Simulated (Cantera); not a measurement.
Charge: 1 mol Si, a varied amount of Cl2, held at 752 °C and 143 Torr.

These are equilibrium values from Cantera (NASA tables, ideal gas, pure condensed phases), not measurements of a reactor. Candidate condensed phases: Si; 9 gas species. Equilibrium is a limit: real reactors are often held back by kinetics, nucleation or transport.

Problem. Which condensed phases are stable at each of these points (n(Cl2) (mol)): 0.99, 1.4, 1.9, 2.3, 2.7, 3.2, 3.6, 4, 4.5?

Solution. 
| n(Cl2) (mol) | condensed phases | Si condensed (%) |
|---|---|---|
| 0.99 | Si(s) | 50.3 |
| 1.4 | Si(s) | 29.7 |
| 1.9 | Si(s) | 4.6 |
| 2.3 | gas only | 0.0 |
| 2.7 | gas only | 0.0 |
| 3.2 | gas only | 0.0 |
| 3.6 | gas only | 0.0 |
| 4 | gas only | 0.0 |
| 4.5 | gas only | 0.0 |

From 0.99 mol Cl2 to 1.9 mol Cl2 the condensed part is Si(s). From 2.3 mol Cl2 to 4.5 mol Cl2 nothing is condensed.
